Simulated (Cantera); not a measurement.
## Adiabatic ignition

An adiabatic, constant-pressure homogeneous reactor starts with H₂ : O₂ : N₂ = 1 : 0.238 : 0.6 (molar parts), at 1425 K and 750 Torr.

Detailed kinetics in Cantera: the H2/O2 subset of GRI-Mech 3.0, which has no nitrogen chemistry.

| t (s) | T (K) | x H₂ | x O₂ | x H₂O₂ | x H₂O | x O | x H |
|---|---|---|---|---|---|---|---|
| 2.00e-6 | 1425 | 0.544 | 0.129 | 5.87e-9 | 5.30e-7 | 5.81e-8 | 8.03e-7 |
| 4.31e-6 | 1425 | 0.544 | 0.129 | 2.82e-8 | 7.08e-6 | 5.23e-7 | 7.04e-6 |
| 9.28e-6 | 1426 | 0.543 | 0.129 | 4.61e-7 | 0.000603 | 3.99e-5 | 0.000535 |
| 2.00e-5 | 1901 | 0.228 | 0.00382 | 5.86e-7 | 0.235 | 0.00846 | 0.175 |
| 4.31e-5 | 2357 | 0.266 | 0.00206 | 1.48e-7 | 0.248 | 0.00527 | 0.113 |
| 9.28e-5 | 2647 | 0.287 | 0.00106 | 9.30e-8 | 0.261 | 0.00284 | 0.0757 |
| 0.000200 | 2806 | 0.298 | 0.000605 | 8.51e-8 | 0.269 | 0.00166 | 0.0555 |
| 0.000431 | 2837 | 0.300 | 0.000527 | 8.33e-8 | 0.271 | 0.00145 | 0.0516 |
| 0.000928 | 2838 | 0.300 | 0.000525 | 8.32e-8 | 0.271 | 0.00145 | 0.0515 |
| 0.00200 | 2838 | 0.300 | 0.000525 | 8.32e-8 | 0.271 | 0.00145 | 0.0515 |
| 0.00431 | 2838 | 0.300 | 0.000525 | 8.32e-8 | 0.271 | 0.00145 | 0.0515 |
| 0.00928 | 2838 | 0.300 | 0.000525 | 8.32e-8 | 0.271 | 0.00145 | 0.0515 |
| 0.0200 | 2838 | 0.300 | 0.000525 | 8.32e-8 | 0.271 | 0.00145 | 0.0515 |
| 0.0431 | 2838 | 0.300 | 0.000525 | 8.32e-8 | 0.271 | 0.00145 | 0.0515 |
| 0.0928 | 2838 | 0.300 | 0.000525 | 8.32e-8 | 0.271 | 0.00145 | 0.0515 |
| 0.200 | 2838 | 0.300 | 0.000525 | 8.32e-8 | 0.271 | 0.00145 | 0.0515 |
x: mole fraction; the columns are a selection and need not sum to one.

```json
{
  "time_of_steepest_temperature_rise": "16.1 µs",
  "temperature at 0.200 s": "2838 K",
  "equilibrium_temperature": "2838 K",
  "x(H₂) at 0.200 s": "0.300 (gas-phase equilibrium 0.300)",
  "x(O₂) at 0.200 s": "0.000525 (gas-phase equilibrium 0.000525)",
  "x(H₂O₂) at 0.200 s": "8.32e-8 (gas-phase equilibrium 8.32e-8)"
}
```
